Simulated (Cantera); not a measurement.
Source: NASA polynomial tables (part measured, part estimated), evaluated in Cantera. Values are per mole of reaction as written; species without (g) are pure solids or liquids, kept so even where they would boil at 1 bar.

Task: Between 2125 and 2325 K, where is each reaction favourable under standard conditions?
- 2 PbS(g) + C = 2 Pb + CS2(g)

Result: 
- 2 PbS(g) + C = 2 Pb + CS2(g): ΔG° is 77 kJ at 2125 K and 94 kJ at 2325 K; it stays positive (K < 1). ΔH° is -96 kJ and ΔS° -81 J/K at 2325 K.
